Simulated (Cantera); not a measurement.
Charge: 1 mol MgO, 9.6 mol HF, 0.51 mol H₂, held at 3.00 Pa.

Cantera equilibrium calculation (NASA polynomials, part measured and part estimated; ideal gas, pure solids and liquids). Candidate condensed phases: H₂O, Mg, MgF₂, MgO, Mg(OH)₂; 31 gas species. Mutual solubility and eutectic melting of coexisting phases are not modelled. Kinetics and transport are ignored.

log p: log10 of the partial pressure in bar; n: condensed amount in mol.

```json
[
 {"T (K)": "775", "log p HF": "-4.60", "log p H₂O": "-5.48", "log p H₂": "-5.77", "log p MgF₂": "<-16", "log p H": "-14.89", "n MgF₂(s)": "1.00", "n MgO(s)": "0"},
 {"T (K)": "875", "log p HF": "-4.60", "log p H₂O": "-5.48", "log p H₂": "-5.77", "log p MgF₂": "-13.71", "log p H": "-13.19", "n MgF₂(s)": "1.00", "n MgO(s)": "0"},
 {"T (K)": "975", "log p HF": "-4.60", "log p H₂O": "-5.48", "log p H₂": "-5.77", "log p MgF₂": "-11.35", "log p H": "-11.83", "n MgF₂(s)": "1.000", "n MgO(s)": "0"},
 {"T (K)": "1075", "log p HF": "-4.60", "log p H₂O": "-5.48", "log p H₂": "-5.77", "log p MgF₂": "-9.44", "log p H": "-10.72", "n MgF₂(s)": "1.000", "n MgO(s)": "0"},
 {"T (K)": "1175", "log p HF": "-4.56", "log p H₂O": "___", "log p H₂": "-5.80", "log p MgF₂": "___", "log p H": "___", "n MgF₂(s)": "___", "n MgO(s)": "___"},
 {"T (K)": "1275", "log p HF": "-4.55", "log p H₂O": "-6.61", "log p H₂": "-5.82", "log p MgF₂": "-6.61", "log p H": "-9.04", "n MgF₂(s)": "0", "n MgO(s)": "0.917"},
 {"T (K)": "1375", "log p HF": "-4.56", "log p H₂O": "___", "log p H₂": "-5.82", "log p MgF₂": "___", "log p H": "___", "n MgF₂(s)": "0", "n MgO(s)": "0.856"},
 {"T (K)": "1475", "log p HF": "-4.57", "log p H₂O": "-6.17", "log p H₂": "-5.82", "log p MgF₂": "-6.17", "log p H": "-7.80", "n MgF₂(s)": "0", "n MgO(s)": "0.771"},
 {"T (K)": "1575", "log p HF": "-4.58", "log p H₂O": "-6.00", "log p H₂": "-5.83", "log p MgF₂": "-6.00", "log p H": "-7.30", "n MgF₂(s)": "0", "n MgO(s)": "0.658"}
]
```

**Question.** Complete the blanks.

**Answer.** 
- 1175, log p H₂O: -5.94
- 1175, log p MgF₂: -7.87
- 1175, log p H: -9.81
- 1175, n MgF₂(s): 0.368
- 1175, n MgO(s): 0.627
- 1375, log p H₂O: -6.37
- 1375, log p MgF₂: -6.37
- 1375, log p H: -8.38
